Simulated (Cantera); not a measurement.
Charge: 1 mol BN, 0.45 mol H2, held at 1325 °C and 1430 Torr.

Method: chemical equilibrium by Gibbs-energy minimisation in Cantera with the NASA 1993 tables (ideal gas, pure condensed phases). Candidate condensed phases: B, BN; 15 gas species. The numbers say what is thermodynamically allowed, not how fast it happens.

Question: What is the equilibrium state?

Answer: 
```json
{
 "x(H2)": "1.000",
 "x(H)": "3.86e-5",
 "x(BH2)": "3.10e-6",
 "x(N2)": "2.28e-6",
 "x(BH3)": "1.59e-6",
 "n(BN(s))": "1.000 mol",
 "gas_amount": "0.4500 mol",
 "log10 activity of B(s) (absent)": "-0.92"
}
```
